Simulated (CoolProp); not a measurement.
n-pentane at 391.92 K and 1.82 MPa is throttled through a valve to 0.265 MPa with no heat exchange. Each further row changes one setting.

The numbers come from the reference Helmholtz-energy equation of state, Thol 2019 in CoolProp.

| case | temperature change (K) | final phase | final density (kg/m³) |
|---|---|---|---|
| as stated | -51.3 | two-phase, vapour fraction 0.418 | 17.4 |
| outlet pressure 0.0795 MPa | -89.6 | two-phase, vapour fraction 0.637 | 3.71 |
| outlet pressure 0.345 MPa | -41.3 | two-phase, vapour fraction 0.351 | 26.3 |
